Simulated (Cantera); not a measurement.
Mixture: C₂H₄ : O₂ : N₂ : H₂O = 1 : 6.12 : 23 : 1.4 (molar parts), at 0.630 bar, adiabatic and at constant volume. Ignition delay is the time to a rise of 400 K.

Detailed kinetics in Cantera: GRI-Mech 3.0 (53 species, 325 reactions). GRI-Mech 3.0 was tuned for natural gas; its chemistry of ethylene as a main component is partial and can be far from experiment. Where the delays flatten at high temperature, the 400 K rule measures the pace of heat release, not the induction time.

Question: Predict: delay at 1150 K; delay at 1250 K; delay at 1350 K; delay at 1450 K; delay at 1550 K; apparent activation energy between 1500 and 1600 K.

Answer: 
* **delay at 1150 K**: 0.840 ms
* **delay at 1250 K**: 0.223 ms
* **delay at 1350 K**: 0.115 ms
* **delay at 1450 K**: 71.1 µs
* **delay at 1550 K**: 48.3 µs
* **apparent activation energy between 1500 and 1600 K**: 71 kJ/mol
